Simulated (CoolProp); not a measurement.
A closed Brayton cycle with carbon dioxide: compressor inlet 315.15 K and 7.7 MPa, high pressure 22.2 MPa, turbine inlet 845 K, compressor efficiency 0.89, turbine efficiency 0.85, recuperator effectiveness 0.8 (on enthalpy, no pinch check). Each further row changes one setting.

The numbers come from the reference Helmholtz-energy equation of state, Span 1996 in CoolProp.

| case | thermal efficiency (%) | net work (kJ/kg) | compressor to turbine work | compressor exit (K) | turbine exit (K) |
|---|---|---|---|---|---|
| as stated | 29.3 | 86.2 | 0.36 | 398.0 | 724.1 |
| turbine inlet 795 K | 28.2 | 77.2 | 0.38 | 398.0 | 678.4 |
| compressor inlet 325.15 K | 28.3 | 78.5 | 0.41 | 416.1 | 724.1 |
| high pressure 18.9 MPa | 27.6 | 76.0 | 0.34 | 385.1 | 742.0 |
| recuperator effectiveness 0.5 | 21.2 | 86.2 | 0.36 | 398.0 | 724.1 |
